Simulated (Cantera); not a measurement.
Charge: 1 mol Zr, 4.7 mol O2, held at 1.00 bar.

Cantera equilibrium calculation (NASA polynomials, part measured and part estimated; ideal gas, pure solids and liquids). Candidate condensed phases: Zr, ZrO2; 6 gas species. Rates play no part.

x: gas mole fraction; n: condensed amount in mol.

| T (K) | x O2 | x O | x O3 | n ZrO2(monoclinic) | n ZrO2(tetragonal) |
|---|---|---|---|---|---|
| 1298 | 1.00 | 1.71e-7 | (withheld) | 1.00 | 0 |
| 1348 | 1.00 | 4.08e-7 | (withheld) | 1.00 | 0 |
| 1398 | 1.000 | 9.17e-7 | (withheld) | 1.00 | 0 |
| 1448 | 1.000 | 1.95e-6 | (withheld) | 1.00 | 0 |
| 1498 | 1.000 | 3.95e-6 | (withheld) | 0 | 1.00 |
| 1548 | 1.000 | 7.63e-6 | (withheld) | 0 | 1.00 |
| 1598 | 1.000 | 1.42e-5 | (withheld) | 0 | 1.00 |
| 1648 | 1.000 | 2.53e-5 | (withheld) | 0 | 1.00 |
| 1698 | 1.000 | 4.38e-5 | (withheld) | 0 | 1.00 |
| 1748 | 1.000 | 7.33e-5 | (withheld) | 0 | 1.00 |
| 1798 | 1.000 | 0.000119 | (withheld) | 0 | 1.00 |

Task: What belongs in the gaps?

Result: 
- 1298, x O3: 5.18e-10
- 1348, x O3: 8.49e-10
- 1398, x O3: 1.34e-9
- 1448, x O3: 2.06e-9
- 1498, x O3: 3.08e-9
- 1548, x O3: 4.47e-9
- 1598, x O3: 6.36e-9
- 1648, x O3: 8.85e-9
- 1698, x O3: 1.21e-8
- 1748, x O3: 1.62e-8
- 1798, x O3: 2.15e-8
